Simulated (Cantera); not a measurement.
An isothermal, constant-pressure homogeneous reactor starts with N2O : O2 = 1 : 0.14 (molar parts), at 1225 K and 1.01 bar.

Computed with Cantera and GRI-Mech 3.0 (53 species, 325 reactions). GRI-Mech 3.0 was tuned for natural gas; its chemistry of N2O as a main component is partial and can be far from experiment. The mechanism lacks the step 2 NO + O2 → 2 NO2, which can matter for NO2 below about 1400 K. The temperature is held fixed by assumption; the heat of reaction is taken as removed at once.

x: mole fraction; the columns are a selection and need not sum to one.

| t (s) | x N2O | x O2 | x N2 | x O | x NO | x NO2 |
|---|---|---|---|---|---|---|
| 1.00e-6 | 0.877 | 0.123 | 4.39e-7 | 3.79e-7 | 7.31e-9 | <1e-12 |
| 5.09e-6 | 0.877 | 0.123 | 2.69e-6 | 1.42e-6 | 1.55e-7 | <1e-12 |
| 2.60e-5 | 0.877 | 0.123 | 1.79e-5 | 2.49e-6 | 1.89e-6 | 2.21e-11 |
| 0.000132 | 0.877 | 0.123 | 0.000100 | 2.53e-6 | 1.19e-5 | 8.84e-10 |
| 0.000674 | 0.876 | 0.123 | 0.000519 | 2.53e-6 | 6.32e-5 | ? |
| 0.00343 | 0.873 | 0.124 | 0.00265 | 2.52e-6 | 0.000323 | ? |
| 0.0175 | 0.857 | 0.128 | 0.0133 | 2.51e-6 | 0.00162 | ? |
| 0.0891 | 0.781 | 0.148 | 0.0634 | 2.42e-6 | 0.00759 | ? |
| 0.454 | 0.512 | 0.220 | 0.240 | 2.00e-6 | 0.0274 | ? |
| 2.31 | 0.115 | 0.330 | 0.505 | 8.14e-7 | 0.0492 | ? |
| 11.8 | 0.000914 | 0.364 | 0.584 | 3.30e-8 | 0.0499 | ? |
| 60.0 | 6.48e-7 | 0.365 | 0.585 | 2.54e-8 | 0.0498 | ? |

### Question
Some entries are withheld; supply them.

### Answer

- 0.000674, x NO2: 2.43e-8
- 0.00343, x NO2: 5.80e-7
- 0.0175, x NO2: 9.70e-6
- 0.0891, x NO2: 7.40e-5
- 0.454, x NO2: 0.000293
- 2.31, x NO2: 0.000550
- 11.8, x NO2: 0.000902
- 60.0, x NO2: 0.000988
